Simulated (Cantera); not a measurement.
What does this Cantera script print?

```python
import numpy as np
import cantera as ct

gas = ct.Solution("gri30.yaml")
gas.TPX = 1175, 2666, {'N2O': 1, 'N2': 5.5, 'H2O': 0.0065}
reactor = ct.IdealGasConstPressureReactor(gas, energy="off", clone=False)
net = ct.ReactorNet([reactor])
net.rtol, net.atol = 1e-08, 1e-18
show = ['N2O', 'NO', 'O', 'NO2', 'N2']
times = np.geomspace(2e-05, 90, 15)

steps = ct.SolutionArray(gas, extra=["t"])
rows = []
print(f"{'t/s':>10s}{'T/K':>9s}{'P/Pa':>11s}" + "".join(f"{s:>11s}" for s in show))
for t in times:
    while net.time < t:
        t_next = net.step()
        steps.append(gas.state, t=t_next)
    rows.append([np.interp(t, steps.t, y) for y in (steps.T, steps.P, *steps(*show).X.T)])
    print(f"{t:10.3e}{rows[-1][0]:9.1f}{rows[-1][1]:11.4g}" + "".join(f"{x:11.3e}" for x in rows[-1][2:]))
rate = np.gradient(steps.T, steps.t)
print("integrator steps:", len(steps.t))
if steps.T.max() > steps.T[0] + 200:
    print(f"time of steepest temperature rise: {steps.t[rate.argmax()]:.4e} s")
gas.TPX = 1175, 2666, {'N2O': 1, 'N2': 5.5, 'H2O': 0.0065}
gas.equilibrate("TP")
print(f"equilibrium (TP): T = {gas.T:.1f} K  " + "  ".join(f"{s} {gas[s].X[0]:.3e}" for s in show))
```

It prints:

```
       t/s      T/K       P/Pa        N2O         NO          O        NO2         N2
 2.000e-05   1175.0       2666  1.537e-01  1.879e-11  1.555e-08  5.518e-22  8.453e-01
 5.974e-05   1175.0       2666  1.537e-01  1.663e-10  4.586e-08  4.332e-20  8.453e-01
 1.784e-04   1175.0       2666  1.537e-01  1.449e-09  1.319e-07  3.312e-18  8.453e-01
 5.330e-04   1175.0       2666  1.537e-01  1.200e-08  3.535e-07  2.256e-16  8.453e-01
 1.592e-03   1175.0       2666  1.537e-01  8.742e-08  7.827e-07  1.238e-14  8.453e-01
 4.755e-03   1175.0       2666  1.537e-01  4.819e-07  1.169e-06  5.418e-13  8.453e-01
 1.420e-02   1175.0       2666  1.537e-01  1.866e-06  1.228e-06  3.527e-11  8.453e-01
 4.243e-02   1175.0       2666  1.536e-01  6.028e-06  1.226e-06  2.731e-09  8.453e-01
 1.267e-01   1175.0       2666  1.535e-01  1.830e-05  1.221e-06  1.253e-07  8.454e-01
 3.785e-01   1175.0       2666  1.531e-01  5.349e-05  1.214e-06  1.717e-06  8.456e-01
 1.131e+00   1175.0       2666  1.518e-01  1.561e-04  1.201e-06  7.396e-06  8.462e-01
 3.377e+00   1175.0       2666  1.481e-01  4.630e-04  1.186e-06  1.414e-05  8.481e-01
 1.009e+01   1175.0       2666  1.377e-01  1.342e-03  1.177e-06  1.636e-05  8.532e-01
 3.013e+01   1175.0       2666  1.109e-01  3.589e-03  1.169e-06  1.474e-05  8.665e-01
 9.000e+01   1175.0       2666  5.904e-02  7.910e-03  1.145e-06  9.881e-06  8.921e-01
integrator steps: 1309
equilibrium (TP): T = 1175.0 K  N2O 1.290e-09  NO 1.023e-04  O 2.404e-08  NO2 1.854e-07  N2 9.277e-01
```

Cantera simulation using GRI-Mech 3.0 (53 species, 325 reactions); the numbers are that mechanism's predictions, not measurements. GRI-Mech 3.0 was tuned for natural gas; its chemistry of N2O as a main component is partial and can be far from experiment. Radical loss at walls, strong at low pressure, is not modelled. The mechanism lacks the step 2 NO + O2 → 2 NO2, which can matter for NO2 below about 1400 K. The temperature is held fixed by assumption; the heat of reaction is taken as removed at once.
